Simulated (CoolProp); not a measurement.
Properties of octamethyltrisiloxane (MDM) along the isobar 61 bar.

Values from CoolProp's reference Helmholtz-energy equation of state, Thol 2017.

```json
[
 {"T (°C)": "32.75", "phase": "liquid", "Z": "0.6950", "cp (kJ/(kg K))": "___"},
 {"T (°C)": "40.85", "phase": "liquid", "Z": "___", "cp (kJ/(kg K))": "1.811"},
 {"T (°C)": "48.95", "phase": "liquid", "Z": "0.6727", "cp (kJ/(kg K))": "1.830"},
 {"T (°C)": "57.05", "phase": "liquid", "Z": "___", "cp (kJ/(kg K))": "___"},
 {"T (°C)": "65.15", "phase": "liquid", "Z": "___", "cp (kJ/(kg K))": "___"},
 {"T (°C)": "73.25", "phase": "liquid", "Z": "0.6443", "cp (kJ/(kg K))": "1.888"},
 {"T (°C)": "81.35", "phase": "liquid", "Z": "___", "cp (kJ/(kg K))": "1.907"},
 {"T (°C)": "89.45", "phase": "liquid", "Z": "0.6283", "cp (kJ/(kg K))": "1.927"},
 {"T (°C)": "97.55", "phase": "liquid", "Z": "___", "cp (kJ/(kg K))": "1.946"},
 {"T (°C)": "105.75", "phase": "liquid", "Z": "0.6142", "cp (kJ/(kg K))": "1.966"}
]
```

Task: Complete the blanks.

Result: 
- 32.75, cp (kJ/(kg K)): 1.793
- 40.85, Z: 0.6835
- 57.05, Z: 0.6626
- 57.05, cp (kJ/(kg K)): 1.849
- 65.15, Z: 0.6532
- 65.15, cp (kJ/(kg K)): 1.868
- 81.35, Z: 0.6361
- 97.55, Z: 0.6211
